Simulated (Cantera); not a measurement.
Feed: 1 mol AlCl₃, 0.92 mol H₂O, 1.3 mol N₂, equilibrated at 0.133 bar.

Cantera equilibrium calculation (NASA polynomials, part measured and part estimated; ideal gas, pure solids and liquids). Candidate condensed phases: Al, AlCl₃, AlN, Al₂O₃, H₂O, NH₄Cl; 45 gas species. The numbers say what is thermodynamically allowed, not how fast it happens. All values below are at 1200 K.

Base state: HCl 0.522, N₂ 0.369, AlCl₃ 0.110, Cl 4.29e-5, H₂ 3.24e-5, Al₂Cl₆ 1.64e-5, H₂O 1.31e-5, Cl₂ 1.10e-5 (mole fractions); condensed: Al₂O₃(s).

Q: What changes in the equilibrium state with this change: AlCl₃ replaced by Al(CH₃)₃?

A: 
| species | before | after |
|---|---|---|
| H₂ | 3.24e-5 | 0.829 |
| N₂ | 0.369 | 0.170 |
| CH₄ | 0 | 0.00145 |
| HCl | 0.522 | 0 |
| AlCl₃ | 0.110 | 0 |
| CO | 0 | 0.000304 |
| Cl | 4.29e-5 | 0 |
| HCN | 0 | 2.79e-5 |
| Al₂Cl₆ | 1.64e-5 | 0 |
| Al₂O₃(s), mol | 0.307 | 0.306 |
| AlN(s), mol | 0 | 0.388 |
| C(graphite), mol | 0 | 2.99 |
The feed counts by its element totals alone. Mutual solubility and eutectic melting of coexisting phases are not modelled. Further candidate phases: C, C₆H₆, C₇H₈, C₈H₁₈.
